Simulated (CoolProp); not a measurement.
Vapour-liquid equilibrium of CHF3 (R23) (1) + propylene (2) at 277.3 K; x and y are mole fractions of (1).

Model: multi-fluid Helmholtz-energy mixture model, Penoncello 2003 and Lemmon 2013; pair parameters Bell 2016, in CoolProp.

```json
[
 {"x": "0.05", "bubble pressure (MPa)": "[?]", "y at the bubble point": "0.252", "dew pressure at overall composition x (MPa)": "0.6950", "liquid density (mol/L)": "12.89"},
 {"x": "0.15", "bubble pressure (MPa)": "[?]", "y at the bubble point": "0.487", "dew pressure at overall composition x (MPa)": "0.7773", "liquid density (mol/L)": "12.99"},
 {"x": "0.25", "bubble pressure (MPa)": "[?]", "y at the bubble point": "0.600", "dew pressure at overall composition x (MPa)": "0.8801", "liquid density (mol/L)": "13.07"},
 {"x": "0.35", "bubble pressure (MPa)": "1.814", "y at the bubble point": "0.669", "dew pressure at overall composition x (MPa)": "1.012", "liquid density (mol/L)": "13.14"},
 {"x": "0.45", "bubble pressure (MPa)": "2.015", "y at the bubble point": "0.718", "dew pressure at overall composition x (MPa)": "1.185", "liquid density (mol/L)": "13.21"},
 {"x": "0.55", "bubble pressure (MPa)": "2.188", "y at the bubble point": "0.760", "dew pressure at overall composition x (MPa)": "1.420", "liquid density (mol/L)": "13.28"},
 {"x": "0.65", "bubble pressure (MPa)": "2.344", "y at the bubble point": "0.800", "dew pressure at overall composition x (MPa)": "1.743", "liquid density (mol/L)": "13.36"},
 {"x": "0.75", "bubble pressure (MPa)": "2.490", "y at the bubble point": "0.844", "dew pressure at overall composition x (MPa)": "[?]", "liquid density (mol/L)": "[?]"},
 {"x": "0.85", "bubble pressure (MPa)": "2.626", "y at the bubble point": "0.895", "dew pressure at overall composition x (MPa)": "2.509", "liquid density (mol/L)": "13.70"},
 {"x": "0.95", "bubble pressure (MPa)": "2.743", "y at the bubble point": "0.960", "dew pressure at overall composition x (MPa)": "2.728", "liquid density (mol/L)": "14.06"}
]
```

**Question.** What belongs in the gaps?

**Answer.** 
- 0.05, bubble pressure (MPa): 0.8821
- 0.15, bubble pressure (MPa): 1.263
- 0.25, bubble pressure (MPa): 1.568
- 0.75, dew pressure at overall composition x (MPa): 2.147
- 0.75, liquid density (mol/L): 13.49

No azeotrope shows between x = 0.05 and 0.95.

Pair parameters are fitted to limited data, so mixtures are less certain than the pure fluids.
